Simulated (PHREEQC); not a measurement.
A column of 0.5 m (30 cells, dispersivity 0.025 m, 3600 s a shift, diffusion coefficient 3e-10 m²/s) holds 0.039 eq of the database's cation exchanger X per kg of pore water, first in equilibrium with 0.017 mol/kgw KCl, 0.0095 mol/kgw ZnSO4 and 1e-05 mol/kgw HCl. It is flushed with 1.3 mmol/kgw CaCl2, 21 mmol/kgw ZnSO4 and 0.01 mmol/kgw HCl, at 25 °C. Values are for the last cell. The system is closed to CO2. Nothing may precipitate in this run.

Equilibrium calculation in PHREEQC: ion-association model, phreeqc.dat.

Task: Predict Ca in solution (mol/kgw) at pore volumes = 0.6833, 1.75, 3.883.

Result: 
| pore volumes | Ca in solution (mol/kgw) |
|---|---|
| 0.6833 | 1.53e-7 |
| 1.75 | 0.000533 |
| 3.883 | 0.00129 |
